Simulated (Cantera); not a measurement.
A closed system holds: 1 mol CH₃F, 2.7 mol H₂, at 823 K and 0.413 Torr.

Method: chemical equilibrium by Gibbs-energy minimisation in Cantera with the NASA 1993 tables (ideal gas, pure condensed phases). Candidate condensed phases: C, C₆H₆, C₇H₈, C₈H₁₈; 95 gas species. Equilibrium is a limit: real reactors are often held back by kinetics, nucleation or transport.

Task: What is the equilibrium state?

Result: 
| Item | Value |
|---|---|
| x(H₂) | 0.787 |
| x(HF) | 0.213 |
| x(CH₄) | 0.000318 |
| n(C(graphite)) | 0.999 mol |
| gas amount | 4.699 mol |
